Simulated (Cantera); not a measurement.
## Premixed flame

A freely propagating, adiabatic, planar premixed flame of H2 : O2 : N2 = 1 : 0.417 : 1.57 (molar parts), equivalence ratio 1.2, unburnt at 575 K and 3.30 bar; mixture-averaged transport, grid criteria slope 0.08 and curve 0.16, no radiation.

Cantera simulation using the H2/O2 subset of GRI-Mech 3.0, which has no nitrogen chemistry; the numbers are that mechanism's predictions, not measurements. The hydrogen kinetics of GRI-Mech 3.0 are dated; newer H2 mechanisms differ, most at raised pressure. Burning velocities carry a grid error of a few per cent, more on coarse grids.

```json
[
 {"z (mm)": "-0.291", "T (K)": "575", "u (m/s)": "7.88", "x H2": "0.335", "x O2": "0.140", "x H2O2": "<1e-8", "x O": "<1e-8", "x H": "<1e-8", "x OH": "<1e-8"},
 {"z (mm)": "-0.194", "T (K)": "575", "u (m/s)": "7.88", "x H2": "0.335", "x O2": "0.140", "x H2O2": "<1e-8", "x O": "<1e-8", "x H": "<1e-8", "x OH": "<1e-8"},
 {"z (mm)": "-0.145", "T (K)": "575", "u (m/s)": "7.88", "x H2": "0.335", "x O2": "0.140", "x H2O2": "<1e-8", "x O": "<1e-8", "x H": "<1e-8", "x OH": "<1e-8"},
 {"z (mm)": "-0.0969", "T (K)": "575", "u (m/s)": "7.88", "x H2": "0.335", "x O2": "0.140", "x H2O2": "<1e-8", "x O": "<1e-8", "x H": "<1e-8", "x OH": "<1e-8"},
 {"z (mm)": "-0.0484", "T (K)": "597", "u (m/s)": "8.11", "x H2": "0.328", "x O2": "0.140", "x H2O2": "6.54e-6", "x O": "6.23e-6", "x H": "5.54e-5", "x OH": "3.23e-5"},
 {"z (mm)": "-0.0242", "T (K)": "856", "u (m/s)": "11.3", "x H2": "0.288", "x O2": "0.135", "x H2O2": "5.07e-5", "x O": "0.000336", "x H": "0.00432", "x OH": "0.00115"},
 {"z (mm)": "0", "T (K)": "1337", "u (m/s)": "17.0", "x H2": "0.194", "x O2": "0.0970", "x H2O2": "1.45e-5", "x O": "0.00400", "x H": "0.0283", "x OH": "0.00387"},
 {"z (mm)": "0.0242", "T (K)": "1679", "u (m/s)": "21.0", "x H2": "0.109", "x O2": "0.0430", "x H2O2": "4.01e-6", "x O": "0.00798", "x H": "0.0502", "x OH": "0.00985"},
 {"z (mm)": "0.0484", "T (K)": "1850", "u (m/s)": "23.0", "x H2": "0.0806", "x O2": "0.0208", "x H2O2": "2.39e-6", "x O": "0.00840", "x H": "0.0522", "x OH": "0.0138"},
 {"z (mm)": "0.0969", "T (K)": "2020", "u (m/s)": "24.9", "x H2": "0.0731", "x O2": "0.0119", "x H2O2": "1.35e-6", "x O": "0.00706", "x H": "0.0428", "x OH": "0.0162"},
 {"z (mm)": "0.194", "T (K)": "2181", "u (m/s)": "26.6", "x H2": "0.0718", "x O2": "0.00831", "x H2O2": "8.10e-7", "x O": "0.00488", "x H": "0.0308", "x OH": "0.0161"},
 {"z (mm)": "0.387", "T (K)": "2324", "u (m/s)": "28.0", "x H2": "0.0695", "x O2": "0.00532", "x H2O2": "5.33e-7", "x O": "0.00291", "x H": "0.0206", "x OH": "0.0143"},
 {"z (mm)": "0.775", "T (K)": "2434", "u (m/s)": "29.1", "x H2": "0.0667", "x O2": "0.00303", "x H2O2": "3.64e-7", "x O": "0.00153", "x H": "0.0133", "x OH": "0.0115"}
]
```
x: mole fraction of selected species; z is measured from the peak of heat release.

The laminar burning velocity is 788 cm/s and the thermal thickness comes out as 0.0969 mm. The peak x(H2O2) comes out as 5.09e-5 and the peak x(O) is 0.00847. The peak x(H) is 0.0529. The peak x(OH) comes out as 0.0164.
